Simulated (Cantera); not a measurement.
Input (Python, Cantera) and output of one run.

```python
import numpy as np
import cantera as ct

gas_names = """
    B BF BF2 BF3 BH BHF2 BH2 BH3 BN B2 F F2 H HF H2 H2F2 H3F3 H4F4 H5F5 H6F6 H7F7 N NF NF2 NF3 NH NH2
    NH3 N2 N2H2 N2H4
""".split()
cond_names = """
    B(b) B(L) BN(s)
""".split()


def load(file, names, dense=False):
    # The tables refer to 1 bar. Condensed volumes are neglected.
    table = {s.name: s for s in ct.Species.list_from_file(file)}
    out = []
    for n in names:
        d = dict(table[n].input_data)
        d["thermo"] = dict(d["thermo"], **{"reference-pressure": 1e5})
        if dense:
            d["equation-of-state"] = {"model": "constant-volume", "density": "1e6 g/cm^3"}
        out.append(ct.Species.from_dict(d))
    return out


gas = ct.Solution(thermo="ideal-gas", species=load("nasa_gas.yaml", gas_names))
cond = {s.name: ct.Solution(thermo="fixed-stoichiometry", species=[s], name=s.name)
        for s in load("nasa_condensed.yaml", cond_names, dense=True)}
atoms = {
    'BN': {'B': 1, 'N': 1},
    'HF': {'H': 1, 'F': 1},
    'N2': {'N': 2},
}
top_T = {'BN(s)': 3200}  # K; cautious upper limits of use, not melting points


def equilibrate(T, P, feed):
    n = {}
    for name, mol in feed.items():
        for a, k in atoms[name].items():
            n[a] = n.get(a, 0.0) + k * mol
    gas.TPX = T, P, n
    mass = sum(n.values()) * gas.mean_molecular_weight
    gas.equilibrate("TP")
    valid = [c for c in cond.values() if c.min_temp <= T <= top_T.get(c.name, c.max_temp)]
    mix = ct.Mixture([(gas, mass / gas.mean_molecular_weight)] + [(c, 0.0) for c in valid])
    mix.T, mix.P = T, P
    mix.equilibrate("TP", solver="vcs", rtol=1e-11, max_steps=5000)
    return mix


results = []
T = 973.15  # K
P = 48000  # Pa
for m in [1.9, 2.3, 2.7, 3.2, 3.9, 4.6, 5.5, 6.6, 7.9]:
    feed = {'BN': 1, 'HF': m, 'N2': 87}  # mol
    mix = equilibrate(T, P, feed)
    results.append((T, P, feed, dict(zip(mix.species_names, mix.species_moles))))

top = {s: max(r[3][s] / sum(r[3][g] for g in gas_names) for r in results) for s in gas_names}
cols = sorted((s for s in top if top[s] > 0.0001), key=lambda s: -top[s])[:9]
seen = [c for c in cond_names if any(r[3].get(c, 0) > 1e-12 for r in results)]
print("log10 of partial pressures in bar; condensed amounts in mol")
print(f"{'n(HF)':>10s}" + "".join(f"{s[:9]:>10s}" for s in cols + seen))
for T, P, feed, n in results:
    ng = sum(n[g] for g in gas_names)
    print(f"{feed['HF']:10.4g}" + "".join(f"{np.log10(max(n[s] / ng * P / 1e5, 1e-99)):10.3f}" for s in cols)
          + "".join(f"{n.get(c, 0):10.4g}" for c in seen))
```

Result:

```
log10 of partial pressures in bar; condensed amounts in mol
     n(HF)        N2        HF        H2       BF3     BN(s)
       1.9    -0.327    -3.431    -2.306    -2.482    0.3895
       2.3    -0.328    -3.364    -2.224    -2.400    0.2602
       2.7    -0.330    -3.307    -2.156    -2.332    0.1307
       3.2    -0.332    -2.973    -2.098    -2.274         0
       3.9    -0.335    -2.323    -2.101    -2.277         0
       4.6    -0.339    -2.077    -2.105    -2.281         0
       5.5    -0.343    -1.887    -2.109    -2.285         0
       6.6    -0.348    -1.734    -2.114    -2.290         0
       7.9    -0.354    -1.606    -2.120    -2.296         0
```

Method: chemical equilibrium by Gibbs-energy minimisation in Cantera with the NASA 1993 tables (ideal gas, pure condensed phases).
